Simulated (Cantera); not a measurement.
Feed: 1 mol ZrO2, 120 mol H2, equilibrated at 1775 K and 72.8 Torr.

Method: chemical equilibrium by Gibbs-energy minimisation in Cantera with the NASA 1993 tables (ideal gas, pure condensed phases). Candidate condensed phases: H2O, Zr, ZrO2; 12 gas species. Kinetics and transport are ignored.

Base state: H2 0.999, H 0.000929 (mole fractions); condensed: ZrO2(tetragonal).

Problem. What changes in the equilibrium state with this change: temperature from 1775 K to 1873 K?

Solution. 
```tsv
species	before	after
H2	0.999	0.998
H	0.000929	0.00207
ZrO2(tetragonal), mol	1.000	1.000
```
